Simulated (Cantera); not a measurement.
## Adiabatic ignition

An adiabatic, constant-pressure homogeneous reactor starts with H2 : O2 : N2 = 1 : 0.357 : 1.34 (molar parts), equivalence ratio 1.4, at 1425 K and 2030 Torr.

Detailed kinetics in Cantera: GRI-Mech 3.0 (53 species, 325 reactions). The hydrogen kinetics of GRI-Mech 3.0 are dated; newer H2 mechanisms differ, most at raised pressure.

```
t (s)     T (K)   x H2     x O2     x N2O      x NO     x OH
--------  -----  -----  -------  --------  --------  -------
2.00e-6    1425  0.371    0.132  2.21e-12    <1e-12  6.77e-7
6.65e-6    1742  0.166   0.0454   3.95e-8   2.26e-6   0.0129
2.21e-5    2723  0.122  0.00477   1.16e-7  0.000155   0.0241
7.37e-5    2924  0.122  0.00230   2.22e-7  0.000687   0.0189
0.000245   2925  0.123  0.00214   2.41e-7   0.00207   0.0183
0.000816   2920  0.124  0.00203   2.74e-7   0.00346   0.0179
0.00271    2920  0.124  0.00202   2.77e-7   0.00357   0.0178
0.00903    2920  0.124  0.00202   2.77e-7   0.00357   0.0178
0.0301     2920  0.124  0.00202   2.77e-7   0.00357   0.0178
0.100      2920  0.124  0.00202   2.77e-7   0.00357   0.0178
```
x: mole fraction; the columns are a selection and need not sum to one.

The time of steepest temperature rise is 6.57 µs. The temperature at 0.100 s comes out as 2920 K and the equilibrium temperature is 2920 K. The x(H2) at 0.100 s is 0.124 (gas-phase equilibrium 0.124) and the x(O2) at 0.100 s is 0.00202 (gas-phase equilibrium 0.00202). The x(N2O) at 0.100 s is 2.77e-7 (gas-phase equilibrium 2.77e-7).
